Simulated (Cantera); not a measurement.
Input: 1 mol Ti, 1.5 mol H2O, 3.8 mol CO, equilibrated at 1650 °C and 0.0740 bar.

These are equilibrium values from Cantera (NASA tables, ideal gas, pure condensed phases), not measurements of a reactor. Candidate condensed phases: C, C6H6, C7H8, C8H18, H2O, Ti, TiC, TiO, TiO2, Ti2O3, Ti3O5, Ti4O7; 113 gas species. Mutual solubility and eutectic melting of coexisting phases are not modelled. TiC: taken at fixed stoichiometry. The numbers say what is thermodynamically allowed, not how fast it happens.

Base state: CO 0.716, H2 0.282, H 0.00184, H2O 9.17e-5, CO2 5.42e-5 (mole fractions); condensed: TiC(s) + Ti2O3(s).

Problem. What changes in the equilibrium state with this change: temperature from 1650 °C to 925 °C?

Solution. 
```
species              before     after
-----------------  --------  --------
CO                    0.716     0.687
H2                    0.282     0.312
CO2                 5.42e-5  0.000677
H                   0.00184   3.92e-7
CH4                 8.11e-8  0.000116
H2O                 9.17e-5  0.000420
TiC(s), mol        0.000307         0
Ti2O3(s), mol         0.500         0
C(graphite), mol          0     0.505
TiO2(rutile), mol         0      1.00
```
